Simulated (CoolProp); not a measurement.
Vapour-liquid equilibrium of isohexane (1) + n-heptane (2) at 0.0599 MPa; x and y are mole fractions of (1).

The numbers come from the multi-fluid Helmholtz-energy mixture model, Lemmon 2006 and Span 2003; pair parameters Bell 2016 in CoolProp.

Task: Give the bubble temperature and the first vapour's composition at x = 0.05, 0.425, 0.8. Is there an azeotrope?

Result: x = 0.05: 78.3 °C, y = 0.140; x = 0.425: 60.8 °C, y = 0.714; x = 0.8: 49.3 °C, y = 0.936. No azeotrope shows between x = 0.05 and 0.95.

The pair parameters rest on a limited set of measurements; away from them the model extrapolates.
